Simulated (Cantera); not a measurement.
What does this Cantera script print?

```python
import numpy as np
import cantera as ct

gas_names = """
    CL2 O3
""".split()
cond_names = """
    SrO(s) SrO(L) SrCL2(a) SrCL2(b) SrCL2(L)
""".split()


# ... load() reads the species with a 1 bar reference pressure and builds the phases ...
species = {s.name: s for s in load("nasa_gas.yaml", gas_names) + load("nasa_condensed.yaml", cond_names)}
# Each term lists the table entries of one substance; the one whose range holds T is used.
reactions = {
    '3 SrO + 3 Cl2(g) = 3 SrCl2 + O3(g)':
        [(-3, ['SrO(s)', 'SrO(L)']), (-3, ['CL2']), (3, ['SrCL2(a)', 'SrCL2(b)', 'SrCL2(L)']), (1, ['O3'])],
}


def pick(names, T):
    return next(species[n] for n in names if species[n].thermo.min_temp <= T <= species[n].thermo.max_temp)


results = []
for label, terms in reactions.items():
    print(label)
    print("     T/K   dH/kJ  dS/(J/K)   dG/kJ   log10 K")
    for T in [300, 1123, 1273, 1423, 1573, 1723, 1873, 2023, 2173]:
        used = [(nu, pick(names, T)) for nu, names in terms]
        dH = sum(nu * s.thermo.h(T) for nu, s in used) / 1e6
        dS = sum(nu * s.thermo.s(T) for nu, s in used) / 1e3
        dG = dH - T * dS / 1e3
        logK = -dG * 1e6 / (ct.gas_constant * T * np.log(10))
        results.append((label, T, dH, dS, dG, logK, [s.name for _, s in used]))
        print(f"{T:8g} {dH:8.1f} {dS:8.1f} {dG:8.1f} {logK:8.2f}")
```

Result:

```
3 SrO + 3 Cl2(g) = 3 SrCl2 + O3(g)
     T/K   dH/kJ  dS/(J/K)   dG/kJ   log10 K
     300   -568.6   -252.2   -492.9    85.83
    1123   -501.4   -169.1   -311.5    14.49
    1273   -438.7   -114.9   -292.4    12.00
    1423   -426.4   -105.8   -275.9    10.13
    1573   -414.4    -97.8   -260.6     8.65
    1723   -402.6    -90.6   -246.5     7.47
    1873   -390.9    -84.1   -233.4     6.51
    2023   -379.3    -78.1   -221.3     5.71
    2173   -367.7    -72.6   -210.0     5.05
```

Cantera with NASA thermochemical tables; ideal gases at 1 bar, condensed phases pure. Condensed species are held in their standard states even where they would react or evaporate.
